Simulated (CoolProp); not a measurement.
Properties of decamethyltetrasiloxane (MD2M) along the isobar 1.37 MPa (Tc = 599.4 K, pc = 1.144 MPa, ω = 0.635).

Values from CoolProp's reference Helmholtz-energy equation of state, Thol 2017.

```csv
T (K),phase,Z,cp (kJ/(kg K)),expansivity (1/kK),fugacity coefficient
263.4,liquid,0.2196,1.642,1.130,1.831e-6
286,liquid,0.2075,1.694,1.145,1.691e-5
308.7,liquid,0.1974,1.749,1.169,0.0001043
331.3,liquid,0.1889,1.804,1.203,0.0004647
353.9,liquid,0.1818,1.857,1.248,0.001614
376.5,liquid,0.1759,1.909,1.306,0.004597
399.1,liquid,0.1710,1.959,1.382,0.01115
421.8,liquid,0.1672,2.007,1.479,0.02380
444.4,liquid,0.1643,2.055,1.603,0.04540
```
